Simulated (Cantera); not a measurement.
# Oxide etching and cleaning by halides: B₂O₃ + BCl₃

A closed system holds: 1 mol B₂O₃, 1.6 mol BCl₃, held at 1248.15 K and 10000 Pa.

These are equilibrium values from Cantera (NASA tables, ideal gas, pure condensed phases), not measurements of a reactor. Candidate condensed phases: B, B₂O₃; 18 gas species. The tables' values for BOCl, BCl₂ are old estimates; treat these amounts as uncertain. The numbers say what is thermodynamically allowed, not how fast it happens.

```json
{
 "x(BCl₃)": "0.774",
 "x(B₃O₃Cl₃)": "0.226",
 "x(BOCl)": "0.000353",
 "x(BCl₂)": "1.15e-5",
 "x(Cl)": "1.12e-5",
 "n(B₂O₃(l))": "0.639 mol",
 "gas_amount": "1.600 mol",
 "log10 activity of B(s) (absent)": "-3.82"
}
```
